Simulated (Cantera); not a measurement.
## Premixed flame

A freely propagating, adiabatic, planar premixed flame of 9.57 % CO, 12.4 % H₂, 5.74 % CH₄, 16.1 % O₂, 56.2 % N₂, unburnt at 525 K and 500000 Pa; multicomponent+Soret transport, grid criteria slope 0.08 and curve 0.16, no radiation.

Computed with Cantera and GRI-Mech 3.0 (53 species, 325 reactions). Burning velocities carry a grid error of a few per cent, more on coarse grids.

| z (mm) | T (K) | u (m/s) | x CO | x H₂ | x CH₄ | x O | x H | x CH₃ |
|---|---|---|---|---|---|---|---|---|
| -0.178 | 525 | 1.51 | 0.0959 | 0.123 | 0.0575 | <1e-8 | <1e-8 | <1e-8 |
| -0.119 | 526 | 1.51 | 0.0964 | 0.118 | 0.0578 | <1e-8 | <1e-8 | <1e-8 |
| -0.0892 | 532 | 1.51 | 0.0972 | 0.111 | 0.0580 | <1e-8 | <1e-8 | 5.47e-8 |
| -0.0595 | 577 | 1.62 | 0.0990 | 0.0949 | 0.0571 | 1.48e-7 | 6.25e-8 | 1.15e-6 |
| -0.0297 | 962 | 2.67 | 0.103 | 0.0745 | 0.0455 | 2.59e-5 | 0.000161 | 0.000176 |
| -0.0149 | 1401 | 3.91 | 0.109 | 0.0665 | 0.0290 | 0.000237 | 0.00131 | 0.00121 |
| 0 | 1817 | 5.11 | 0.115 | 0.0573 | 0.0100 | 0.000883 | 0.00500 | 0.00219 |
| 0.0149 | 2038 | 5.74 | 0.112 | 0.0478 | 0.00165 | 0.00165 | 0.00974 | 0.000848 |
| 0.0297 | 2125 | 5.96 | 0.104 | 0.0426 | 0.000178 | 0.00196 | 0.0122 | 0.000135 |
| 0.0595 | 2199 | 6.13 | 0.0936 | 0.0414 | 2.09e-6 | 0.00167 | 0.0122 | 2.09e-6 |
| 0.119 | 2269 | 6.29 | 0.0886 | 0.0424 | <1e-8 | 0.00102 | 0.00944 | <1e-8 |
| 0.238 | 2330 | 6.44 | 0.0879 | 0.0424 | <1e-8 | 0.000488 | 0.00623 | <1e-8 |
| 0.476 | 2372 | 6.54 | 0.0880 | 0.0421 | <1e-8 | 0.000192 | 0.00376 | <1e-8 |
x: mole fraction of selected species; z is measured from the peak of heat release.

```
Item                          Value
------------------------  ---------
laminar burning velocity   152 cm/s
thermal thickness         0.0595 mm
peak x(O)                   0.00197
peak x(H)                    0.0127
peak x(CH₃)                 0.00223
grid points                     153
```
